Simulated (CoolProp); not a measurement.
Vapour pressure (MPa) of hexamethyldisiloxane (MM): the reference equation beside estimates from Tc = 245.6 °C, pc = 1.931 MPa, ω = 0.418. Clausius-Clapeyron is anchored at 85.15 °C with a constant enthalpy of vaporisation of 32.57 kJ/mol.

Computed with CoolProp (reference Helmholtz-energy equation of state, Thol 2016).

```tsv
T (°C)	reference	Lee-Kesler	Clausius-Clapeyron	van der Waals	Redlich-Kwong	Soave-Redlich-Kwong	Peng-Robinson
72.05	0.04079	0.04056	0.04186	0.2976	0.1086	0.04058	0.04104
85.15	0.06339	0.06330	0.06339	0.3616	0.1508	0.06326	0.06355
98.25	0.09485	[?]	0.09322	[?]	0.2038	0.09502	0.09492
111.45	0.1377	0.1385	0.1339	0.5159	0.2695	0.1385	0.1378
124.55	0.1937	0.1952	0.1873	0.6064	0.3483	0.1956	0.1939
137.65	0.2656	0.2681	0.2564	0.7065	0.4419	0.2694	0.2664
150.85	0.3570	0.3607	[?]	[?]	0.5525	0.3635	0.3590
163.95	0.4696	0.4746	0.4551	0.9375	0.6797	0.4796	0.4734
177.05	0.6072	0.6136	0.5906	1.068	0.8254	0.6218	0.6138
```

Problem. Fill in the missing entries.

Solution. 
- 98.25, Lee-Kesler: 0.09508
- 98.25, van der Waals: 0.4340
- 150.85, Clausius-Clapeyron: 0.3450
- 150.85, van der Waals: 0.8173

Absolute difference from the reference over all 9 rows, mean and median: Lee-Kesler 0.7 and 0.8 %, Clausius-Clapeyron 2.6 and 2.8 %, van der Waals 268.4 and 213.1 %, Redlich-Kwong 88.5 and 79.8 %, Soave-Redlich-Kwong 1.1 and 1.0 %, Peng-Robinson 0.4 and 0.3 %.
